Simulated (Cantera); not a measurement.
## Catalytic stagnation flow on Pt

A jet of 4.25 % H2, 7.38 % O2, 88.4 % N2, equivalence ratio 0.29 at 300 K and 135 Torr hits a platinum plate 4.6 cm away at a mass flux of 0.026 kg/m²/s; the plate temperature is set and raised in steps from an oxygen-covered start.

Computed with Cantera and Deutschmann's 1995 Pt surface mechanism with GRI-Mech 3.0 gas chemistry. Catalytic surfaces can have several steady states; this one follows from the mechanism file's or the stated starting coverage.

| plate T (K) | wall x H2 | wall x O2 | wall x H2O | wall x OH | θ free Pt | θ O* | θ OH* |
|---|---|---|---|---|---|---|---|
| 600 | 0.00124 | 0.0296 | 0.0799 | <1e-8 | 0.0690 | 0.918 | 0.0130 |
| 650 | 0.00124 | 0.0298 | 0.0793 | <1e-8 | 0.0724 | 0.919 | 0.00874 |
| 700 | 0.00122 | 0.0304 | 0.0782 | <1e-8 | 0.0773 | 0.916 | 0.00619 |
| 750 | 0.00107 | 0.0303 | 0.0781 | <1e-8 | 0.0919 | 0.903 | 0.00486 |
| 800 | 0.000822 | 0.0302 | 0.0782 | <1e-8 | 0.124 | 0.871 | 0.00418 |
| 850 | 0.000612 | 0.0300 | 0.0783 | 1.25e-8 | 0.174 | 0.822 | 0.00373 |
x: mole fraction at the wall; θ: surface coverage.
